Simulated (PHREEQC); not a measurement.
A solution holds 0.57 mol/kgw CuSO4, 0.014 mol/kgw NaH2PO4 and 0.015 mol/kgw NaCl, at 25 °C. Closed to the air; pH follows from the charge balance.

Model: ion-association model, wateq4f.dat, run in PHREEQC.

No solid was allowed to form.

Q: Predict the pH, ionic strength, activity of water.

A: pH 4.35; ionic strength 1.03 mol/kgw; activity of water 0.985.

Q: In which forms is Cu present?

A: CuSO4 55 %, Cu+2 44 % of the Cu.

Examples of supersaturated solids here: Cu3(PO4)2:3H2O, Antlerite. Others may be too. Ionic strength above about 0.7 mol/kgw puts this run outside the model's range. H3PO4, which wateq4f.dat lacks, is added to it with the constant of phreeqc.dat. The database has no phosphate complexes of Cu.
